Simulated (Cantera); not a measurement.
A Cantera script and its output.

```python
import numpy as np
import cantera as ct

gas = ct.Solution("gri30.yaml")
gas.TPX = 1150, 2666, {'N2O': 1, 'O2': 0.12}
reactor = ct.IdealGasConstPressureReactor(gas, energy="off", clone=False)
net = ct.ReactorNet([reactor])
net.rtol, net.atol = 1e-08, 1e-18
show = ['N2O', 'O2', 'NO2', 'NO', 'O', 'N2']
times = np.geomspace(0.0004, 30, 14)

steps = ct.SolutionArray(gas, extra=["t"])
rows = []
print(f"{'t/s':>10s}{'T/K':>9s}{'P/Pa':>11s}" + "".join(f"{s:>11s}" for s in show))
for t in times:
    while net.time < t:
        t_next = net.step()
        steps.append(gas.state, t=t_next)
    rows.append([np.interp(t, steps.t, y) for y in (steps.T, steps.P, *steps(*show).X.T)])
    print(f"{t:10.3e}{rows[-1][0]:9.1f}{rows[-1][1]:11.4g}" + "".join(f"{x:11.3e}" for x in rows[-1][2:]))
rate = np.gradient(steps.T, steps.t)
print("integrator steps:", len(steps.t))
if steps.T.max() > steps.T[0] + 200:
    print(f"time of steepest temperature rise: {steps.t[rate.argmax()]:.4e} s")
gas.TPX = 1150, 2666, {'N2O': 1, 'O2': 0.12}
gas.equilibrate("TP")
print(f"equilibrium (TP): T = {gas.T:.1f} K  " + "  ".join(f"{s} {gas[s].X[0]:.3e}" for s in show))
```

Output:

```
       t/s      T/K       P/Pa        N2O         O2        NO2         NO          O         N2
 4.000e-04   1150.0       2666  8.929e-01  1.071e-01  3.077e-15  8.406e-08  5.996e-07  1.540e-06
 9.486e-04   1150.0       2666  8.929e-01  1.071e-01  3.922e-14  3.096e-07  7.774e-07  4.241e-06
 2.249e-03   1150.0       2666  8.928e-01  1.071e-01  3.337e-13  9.111e-07  8.104e-07  1.100e-05
 5.334e-03   1150.0       2666  8.928e-01  1.072e-01  2.215e-12  2.351e-06  8.108e-07  2.710e-05
 1.265e-02   1150.0       2666  8.928e-01  1.072e-01  1.334e-11  5.764e-06  8.108e-07  6.529e-05
 3.000e-02   1150.0       2666  8.926e-01  1.072e-01  7.676e-11  1.386e-05  8.108e-07  1.558e-04
 7.114e-02   1150.0       2666  8.923e-01  1.073e-01  4.293e-10  3.305e-05  8.108e-07  3.705e-04
 1.687e-01   1150.0       2666  8.915e-01  1.075e-01  2.354e-09  7.851e-05  8.108e-07  8.790e-04
 4.000e-01   1150.0       2666  8.897e-01  1.080e-01  1.232e-08  1.861e-04  8.108e-07  2.083e-03
 9.486e-01   1150.0       2666  8.854e-01  1.092e-01  5.877e-08  4.401e-04  8.107e-07  4.924e-03
 2.250e+00   1150.0       2666  8.753e-01  1.120e-01  2.372e-07  1.036e-03  8.106e-07  1.159e-02
 5.335e+00   1150.0       2666  8.520e-01  1.185e-01  7.562e-07  2.413e-03  8.104e-07  2.701e-02
 1.265e+01   1150.0       2666  7.999e-01  1.331e-01  1.990e-06  5.493e-03  8.097e-07  6.149e-02
 3.000e+01   1150.0       2666  6.918e-01  1.633e-01  4.695e-06  1.188e-02  8.079e-07  1.331e-01
integrator steps: 559
equilibrium (TP): T = 1150.0 K  N2O 1.650e-09  O2 3.826e-01  NO2 7.526e-07  NO 1.577e-04  O 3.170e-08  N2 6.172e-01
```

Model: GRI-Mech 3.0 (53 species, 325 reactions), integrated in Cantera. GRI-Mech 3.0 was tuned for natural gas; its chemistry of N2O as a main component is partial and can be far from experiment. Radical loss at walls, strong at low pressure, is not modelled. The mechanism lacks the step 2 NO + O2 → 2 NO2, which can matter for NO2 below about 1400 K. The temperature is held fixed by assumption; the heat of reaction is taken as removed at once.
